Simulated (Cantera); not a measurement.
Iron carbonyl, mercury and lead vapours: Fe(CO)5 + CO + H2

Input: 1 mol Fe(CO)5, 0.052 mol CO, 97 mol H2, at 975 °C and 61.0 Pa.

Cantera equilibrium calculation (NASA polynomials, part measured and part estimated; ideal gas, pure solids and liquids). Candidate condensed phases: C, C6H6, C7H8, C8H18, Fe, Fe(CO)5, FeO, Fe(OH)2, Fe(OH)3, Fe2O3, Fe3O4, H2O; 114 gas species. Kinetics and transport are ignored.

- x(H2): 0.950
- x(CO): 0.0495
- x(H): 1.84e-5
- x(CH4): 1.66e-6
- x(H2O): 1.64e-6
- n(Fe(γ)): 1.000 mol
- gas amount: 102.1 mol
- log10 activity of C(graphite) (absent): -0.57
- log10 activity of Fe(OH)2(s) (absent): -19.54
- log10 activity of Fe(OH)3(s) (absent): -31.74
